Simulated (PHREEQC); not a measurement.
Solution (20 °C): 0.27 mol HF, 0.00099 mol CsF and 0.036 mol (NH4)2SiF6 per kg of water. Closed to the air; pH follows from the charge balance.

Equilibrium calculation in PHREEQC: ion-association model, wateq4f.dat.

```
quantity                   before    after
------------------------  -------  -------
pH                           1.90     1.92
ionic strength (mol/kgw)    0.124   0.0254
HF (mol/kgw)                0.134    0.136
H2F2 (mol/kgw)             0.0576   0.0578
HF2- (mol/kgw)            0.00547  0.00488
SI of Quartz (SiO2)         -8.05    -8.86
```

Task: Name the change that produced these shifts.
(A) (NH4)2SiF6 from 0.036 to 0.0036 mol/kgw
(B) 0.0059 mol/kgw Na2CO3 added
(C) CsF from 0.00099 to 0.00198 mol/kgw
(D) temperature from 20 to 30 °C
(E) diluted 5-fold with water

Result: A, (NH4)2SiF6 from 0.036 to 0.0036 mol/kgw

This is a speciation only: nothing precipitates in the calculation. wateq4f.dat counts part of the HF as a dimer, H2F2, which phreeqc.dat doesn't know; its constant is uncertain. SiF6-2 is the database's only silicon fluoride.
